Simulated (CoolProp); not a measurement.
Vapour pressure (MPa) of carbon monoxide: the reference equation beside estimates from Tc = -140.3 °C, pc = 3.498 MPa, ω = 0.050.

The numbers come from the reference Helmholtz-energy equation of state, Lemmon 2006 in CoolProp. It is a short technical equation, of lower accuracy than the large ones.

```tsv
T (°C)	reference	Lee-Kesler	Soave-Redlich-Kwong
-190.85	0.1092	0.1092	0.1087
-185.35	0.1937	0.1939	0.1933
-179.95	0.3169	0.3173	0.3173
-174.45	0.4938	0.4944	0.4960
-168.95	0.7334	0.7336	0.7389
-163.45	1.047	1.046	1.058
-157.95	1.447	1.444	1.464
-152.45	1.946	1.942	1.969
-146.95	2.561	2.558	2.586
```

Absolute difference from the reference over all 9 rows, mean and median: Lee-Kesler 0.1 and 0.1 %, Soave-Redlich-Kwong 0.7 and 0.7 %.
